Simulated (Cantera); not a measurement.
Input (Python, Cantera) and output of one run.

```python
import numpy as np
import cantera as ct

gas_names = """
    CL CL2 H HCL H2 Si SiCL SiCL2 SiCL3 SiCL4 SiH SiHCL3 SiH2 SiH2CL2 SiH3 SiH3CL SiH4 Si2 Si3
""".split()
cond_names = """
    Si(cr) Si(L)
""".split()


def load(file, names, dense=False):
    # The tables refer to 1 bar. Condensed volumes are neglected.
    table = {s.name: s for s in ct.Species.list_from_file(file)}
    out = []
    for n in names:
        d = dict(table[n].input_data)
        d["thermo"] = dict(d["thermo"], **{"reference-pressure": 1e5})
        if dense:
            d["equation-of-state"] = {"model": "constant-volume", "density": "1e6 g/cm^3"}
        out.append(ct.Species.from_dict(d))
    return out


gas = ct.Solution(thermo="ideal-gas", species=load("nasa_gas.yaml", gas_names))
cond = {s.name: ct.Solution(thermo="fixed-stoichiometry", species=[s], name=s.name)
        for s in load("nasa_condensed.yaml", cond_names, dense=True)}
atoms = {
    'Si3H8': {'Si': 3, 'H': 8},
    'Cl2': {'CL': 2},
    'H2': {'H': 2},
}
top_T = {}  # K; cautious upper limits of use, not melting points


def equilibrate(T, P, feed):
    n = {}
    for name, mol in feed.items():
        for a, k in atoms[name].items():
            n[a] = n.get(a, 0.0) + k * mol
    gas.TPX = T, P, n
    mass = sum(n.values()) * gas.mean_molecular_weight
    gas.equilibrate("TP")
    valid = [c for c in cond.values() if c.min_temp <= T <= top_T.get(c.name, c.max_temp)]
    mix = ct.Mixture([(gas, mass / gas.mean_molecular_weight)] + [(c, 0.0) for c in valid])
    mix.T, mix.P = T, P
    mix.equilibrate("TP", solver="vcs", rtol=1e-11, max_steps=5000)
    return mix


results = []
T = 1673.15  # K
P = 17000  # Pa
for m in [19, 26, 37, 53, 74, 100, 150, 210, 300, 420, 590, 830]:
    feed = {'Si3H8': 1, 'Cl2': 0.79, 'H2': m}  # mol
    mix = equilibrate(T, P, feed)
    results.append((T, P, feed, dict(zip(mix.species_names, mix.species_moles))))
    x = sorted(zip(gas.X, gas.species_names), reverse=True)
    print(f"T = {T:g} K  P = {P:g} Pa  n(H2) = {m:g} mol  gas = {mix.phase_moles(0):.4g} mol")
    print("   x: " + "  ".join(f"{s} {v:.3e}" for v, s in x if v > 0.001))
    print("   condensed (mol): " + ("  ".join(f"{mix.phase(i).name} {mix.phase_moles(i):.4g}"
          for i in range(1, mix.n_phases) if mix.phase_moles(i) > 1e-12) or "none"))
```

Result:

```
T = 1673.15 K  P = 17000 Pa  n(H2) = 19 mol  gas = 23.79 mol
   x: H2 9.426e-01  HCL 4.809e-02  SiCL2 8.841e-03
   condensed (mol): Si(cr) 2.784
T = 1673.15 K  P = 17000 Pa  n(H2) = 26 mol  gas = 30.79 mol
   x: H2 9.545e-01  HCL 3.930e-02  SiCL2 5.831e-03
   condensed (mol): Si(cr) 2.816
T = 1673.15 K  P = 17000 Pa  n(H2) = 37 mol  gas = 41.79 mol
   x: H2 9.655e-01  HCL 3.063e-02  SiCL2 3.502e-03
   condensed (mol): Si(cr) 2.85
T = 1673.15 K  P = 17000 Pa  n(H2) = 53 mol  gas = 57.8 mol
   x: H2 9.744e-01  HCL 2.326e-02  SiCL2 2.000e-03
   condensed (mol): Si(cr) 2.882
T = 1673.15 K  P = 17000 Pa  n(H2) = 74 mol  gas = 78.8 mol
   x: H2 9.808e-01  HCL 1.771e-02  SiCL2 1.152e-03
   condensed (mol): Si(cr) 2.907
T = 1673.15 K  P = 17000 Pa  n(H2) = 100 mol  gas = 104.8 mol
   x: H2 9.853e-01  HCL 1.368e-02
   condensed (mol): Si(cr) 2.926
T = 1673.15 K  P = 17000 Pa  n(H2) = 150 mol  gas = 154.8 mol
   x: H2 9.898e-01  HCL 9.534e-03
   condensed (mol): Si(cr) 2.946
T = 1673.15 K  P = 17000 Pa  n(H2) = 210 mol  gas = 214.8 mol
   x: H2 9.925e-01  HCL 6.994e-03
   condensed (mol): Si(cr) 2.958
T = 1673.15 K  P = 17000 Pa  n(H2) = 300 mol  gas = 304.8 mol
   x: H2 9.946e-01  HCL 4.999e-03
   condensed (mol): Si(cr) 2.967
T = 1673.15 K  P = 17000 Pa  n(H2) = 420 mol  gas = 424.9 mol
   x: H2 9.960e-01  HCL 3.622e-03
   condensed (mol): Si(cr) 2.973
T = 1673.15 K  P = 17000 Pa  n(H2) = 590 mol  gas = 594.9 mol
   x: H2 9.971e-01  HCL 2.606e-03
   condensed (mol): Si(cr) 2.976
T = 1673.15 K  P = 17000 Pa  n(H2) = 830 mol  gas = 834.9 mol
   x: H2 9.978e-01  HCL 1.866e-03
   condensed (mol): Si(cr) 2.976
```

Cantera equilibrium calculation (NASA polynomials, part measured and part estimated; ideal gas, pure solids and liquids). The feed counts by its element totals alone. The tables' values for SiCl3 are old estimates; treat these amounts as uncertain. Gases not in the tables: Si2H6 and higher silanes.
